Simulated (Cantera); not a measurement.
Thermodynamics of sublimation and decomposition of ceramics, feed TiC + H₂

Feed: 1 mol TiC, 0.021 mol H₂, at 2325 °C and 1.00 bar.

These are equilibrium values from Cantera (NASA tables, ideal gas, pure condensed phases), not measurements of a reactor. Candidate condensed phases: C, C₆H₆, C₇H₈, C₈H₁₈, Ti, TiC; 77 gas species. TiC: taken at fixed stoichiometry. Equilibrium is a limit: real reactors are often held back by kinetics, nucleation or transport.

```yaml
x(H₂): 0.962
x(H): 0.0374
x(Ti): 0.000101
x(C₂H₂ (acetylene)): 4.48e-5
x(CH₄): 6.42e-6
x(CH₃): 4.38e-6
n(TiC(s)): 1.000 mol
gas_amount: 0.02140 mol
log10 activity of C(graphite) (absent): -1.27
log10 activity of Ti(l) (absent): -1.59
```
